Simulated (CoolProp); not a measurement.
A single-stage vapour-compression cycle with the fluid: evaporating at 293.15 K (dew point), condensing at 319.15 K (bubble point), superheat 8 K, subcooling 2 K, compressor efficiency 0.75, no pressure losses. The same conditions are run with several fluids, on thermodynamics alone (safety and materials aside).

Values from CoolProp's reference Helmholtz-energy equation of state of each fluid (R236EA: Rui 2013; sulfur dioxide: Gao 2016; R1224YDZ: Akasaka 2023; R11: Jacobsen 1992; isohexane: Lemmon 2006; R1336mzz(E): Akasaka 2023).

| fluid | cooling COP | pressure ratio | discharge temperature (K) | refrigerating effect (kJ/kg) | volumetric capacity (kJ/m³) |
|---|---|---|---|---|---|
| R236EA | 7.59 | (withheld) | 325.5 | (withheld) | 1500 |
| sulfur dioxide | 7.61 | 2.27 | 371.9 | 333 | (withheld) |
| R1224YDZ | 7.71 | 2.38 | 328.6 | 145 | 1120 |
| R11 | 7.90 | 2.36 | 339.0 | 166 | 833 |
| isohexane | (withheld) | 2.75 | 325.2 | 309 | 247 |
| R1336mzz(E) | (withheld) | 2.36 | 325.2 | 124 | 1400 |

Task: Fill in the missing entries.

Result: 
- R236EA, pressure ratio: 2.35
- R236EA, refrigerating effect (kJ/kg): 135
- sulfur dioxide, volumetric capacity (kJ/m³): 2990
- isohexane, cooling COP: 7.83
- R1336mzz(E), cooling COP: 7.53
